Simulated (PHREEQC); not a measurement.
Dissolve 0.18 mol/kgw KHCO3 and 6.93e-05 mol/kgw K2HPO4 at 25 °C. Closed to the air; pH follows from the charge balance.

All values are PHREEQC results (ion-association model, phreeqc.dat), not measurements.

This is a speciation only: nothing precipitates in the calculation.

**Question.** Order these P species by the share of P that they hold, largest first: HPO4-2, H2PO4-, KHPO4-.

**Answer.** HPO4-2 (86 %), KHPO4- (8.9 %), H2PO4- (4.7 %)

The pH is 8.09 and the ionic strength 0.182 mol/kgw.
